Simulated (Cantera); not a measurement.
Charge: 1 mol FeS, 50 mol H2, 100 mol N2, at 1175 °C and 360 Torr.

These are equilibrium values from Cantera (NASA tables, ideal gas, pure condensed phases), not measurements of a reactor. Candidate condensed phases: Fe, FeS, FeS2, S; 16 gas species. Metal and sulfide melt together well below either melting point, which pure phases cannot show. Mutual solubility and eutectic melting of coexisting phases are not modelled. FeS: taken at fixed stoichiometry. The numbers say what is thermodynamically allowed, not how fast it happens.

### Question
What is the equilibrium state?

### Answer
| Quantity | Result |
|---|---|
| x(N2) | 0.667 |
| x(H2) | 0.329 |
| x(H2S) | 0.00434 |
| x(SH) | 3.03e-5 |
| x(S2) | 1.63e-5 |
| x(H) | 7.65e-6 |
| x(NH3) | 5.38e-6 |
| n(Fe(γ)) | 0.661 mol |
| n(FeS(s)) | 0.339 mol |
| gas amount | 150.0 mol |
| log10 activity of S(l) (absent) | -3.71 |
